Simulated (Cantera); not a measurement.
Input: 1 mol Si, 19 mol HF, at 502 °C and 1.90 Pa.

Method: chemical equilibrium by Gibbs-energy minimisation in Cantera with the NASA 1993 tables (ideal gas, pure condensed phases). Candidate condensed phases: Si; 25 gas species. Kinetics and transport are ignored.

Base state: HF 0.833, H₂ 0.111, SiF₄ 0.0556 (mole fractions); condensed: gas only.

**Question.** What changes in the equilibrium state with this change: 0.023 mol Cl₂ added?

**Answer.** 
| species | before | after |
|---|---|---|
| HF | 0.833 | 0.832 |
| H₂ | 0.111 | 0.110 |
| SiF₄ | 0.0556 | 0.0555 |
| HCl | 0 | 0.00255 |

**Question.** What changes in the equilibrium state with this change: temperature from 502 °C to 1302 °C?

**Answer.** 
```
species  before     after
-------  ------  --------
HF        0.833     0.834
H₂        0.111     0.107
SiF₄     0.0556    0.0513
SiF₃      <1e-9   0.00386
H         <1e-9   0.00312
SiF₂      <1e-9  0.000146
```
The tables' values for SiF₃, SiF₂ are old estimates; treat these amounts as uncertain.
